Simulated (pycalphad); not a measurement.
All values are pycalphad results on the COST 507 light-alloy database (1999) (1 atm), not direct measurements. The data set is of 1999 and partly superseded. Kinetics are ignored, which matters at the lower temperatures.

Q: How does the equilibrium phase assembly of Al-1.21Si-9.04C (at.%) change on cooling from 1850 K to 500 K?

A: 
| T (K) | phases above | phases below |
|---|---|---|
| 1005.8 | AL4C3 + LIQUID | AL4C3 + AL8SIC7 + LIQUID |
| 927.8 | AL4C3 + AL8SIC7 + LIQUID | AL4C3 + AL8SIC7 + FCC_A1 |
Changes were sought between steps of 50 K, so a narrower field can be missed. At the top of the range, 1850 K, the alloy is not yet fully liquid: it holds LIQUID + AL4C3.

Database names, with the compositions (at.%) that they take in these runs: AL4C3: Al 57 C 43; AL8SIC7: Al 50 C 44 Si 6. FCC_A1 is fcc.
